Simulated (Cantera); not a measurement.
Mixture: 8.40 % CH4, 0.411 % H2, 15.5 % O2, 75.7 % N2, equivalence ratio 1.1, at 101000 Pa, adiabatic and at constant volume. Ignition delay is the time to a rise of 400 K.

Detailed kinetics in Cantera: GRI-Mech 3.0 (53 species, 325 reactions). Below about 1000 K GRI-Mech 3.0 lacks low-temperature oxidation paths. Below about 950 K walls govern HO2 and H2O2 in real vessels.

Q: Predict: delay at 948 K; delay at 1148 K; delay at 1348 K; delay at 1548 K; apparent activation energy between 1448 and 1648 K.

A: 
```json
{
  "delay at 948 K": "0.764 s",
  "delay at 1148 K": "66.0 ms",
  "delay at 1348 K": "5.58 ms",
  "delay at 1548 K": "0.716 ms",
  "apparent activation energy between 1448 and 1648 K": "180 kJ/mol"
}
```
